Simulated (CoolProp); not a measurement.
A Linde-Hampson liquefier for ethylene: isothermal reversible compression at 300 K from 1 atm to 25 MPa, throttling to 1 atm, return gas leaving the recuperator 5 K below the feed. Each further row changes one setting.

Model: reference Helmholtz-energy equation of state, Smukala 2000, in CoolProp.

```csv
case,liquid yield per pass,compression work (kJ/kg of gas)
as stated,0.475,386
high pressure 50 MPa,0.460,441
warm-end temperature 330 K,0.392,454
warm-end gap 10 K,0.469,386
```
